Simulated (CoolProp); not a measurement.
Vapour-liquid equilibrium of R22 (1) + R11 (2) at 0.0851 MPa; x and y are mole fractions of (1).

The numbers come from the multi-fluid Helmholtz-energy mixture model, Kamei 1995 and Jacobsen 1992; pair parameters Bell 2016 in CoolProp.

```
x     bubble temperature (K)  y at the bubble point  dew temperature at overall composition x (K)  liquid density (mol/L)
----  ----------------------  ---------------------  --------------------------------------------  ----------------------
0.05                   275.9                  0.486                                             ?                   11.27
0.2                    253.5                  0.840                                         286.3                   12.13
0.35                   244.4                  0.914                                         281.3                   12.85
0.5                        ?                  0.946                                         275.3                   13.57
0.65                   235.6                  0.966                                         267.8                   14.32
0.8                    232.5                  0.981                                             ?                   15.15
0.95                   229.6                      ?                                         238.5                       ?
```

Task: Complete the blanks.

Result: 
- 0.05, dew temperature at overall composition x (K): 290.7
- 0.5, bubble temperature (K): 239.3
- 0.8, dew temperature at overall composition x (K): 257.2
- 0.95, y at the bubble point: 0.995
- 0.95, liquid density (mol/L): 16.08

No azeotrope shows between x = 0.05 and 0.95.

Pair parameters are fitted to limited data, so mixtures are less certain than the pure fluids.
